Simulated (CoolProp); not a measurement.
A simple Rankine cycle with R115: condensing at 296.15 K, boiler at 2.41 MPa, turbine inlet 345.5 K, turbine efficiency 0.6, pump efficiency 0.7, no recuperator. Each further row changes one setting.

Model: reference Helmholtz-energy equation of state, Lemmon 2016, in CoolProp.

```csv
case,thermal efficiency (%),net work (kJ/kg),heat in (kJ/kg),turbine exit temperature (K),volume ratio over the turbine
as stated,5.4,6.13,114,…,3.57
turbine inlet 365.5 K,…,…,137,337.1,3.21
condensing temperature 288.15 K,…,7.79,123,…,4.52
boiler pressure 1.69 MPa,4.0,5.07,127,327.9,…
turbine efficiency 0.5,4.2,4.83,114,…,…
```

Fill in the missing entries.


- as stated, turbine exit temperature (K): 311.3
- turbine inlet 365.5 K, thermal efficiency (%): 5.5
- turbine inlet 365.5 K, net work (kJ/kg): 7.58
- condensing temperature 288.15 K, thermal efficiency (%): 6.3
- condensing temperature 288.15 K, turbine exit temperature (K): 306.4
- boiler pressure 1.69 MPa, volume ratio over the turbine: 2.13
- turbine efficiency 0.5, turbine exit temperature (K): 312.8
- turbine efficiency 0.5, volume ratio over the turbine: 3.60
